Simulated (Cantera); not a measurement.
A perfectly stirred reactor is fed with H2 : O2 : N2 = 1.8 : 1 : 5.1 (molar parts), equivalence ratio 0.90, at 0.207 atm; it is held at 1400 K, and followed from long to short residence time.

Model: GRI-Mech 3.0 (53 species, 325 reactions), integrated in Cantera. The temperature is held fixed by assumption; the heat of reaction is taken as removed at once.

One state of this run: x H2 = 0.0117; x O2 = 0.0200; x NO = 9.45e-6; x NO2 = 4.45e-10; x N2O = 2.19e-8. x: mole fraction; the columns are a selection and need not sum to one.

**Question.** Which value of τ (s) does it belong to?
A) 0.00059
B) 0.014
C) 0.31
D) 0.00021

**Answer.** B, 0.014
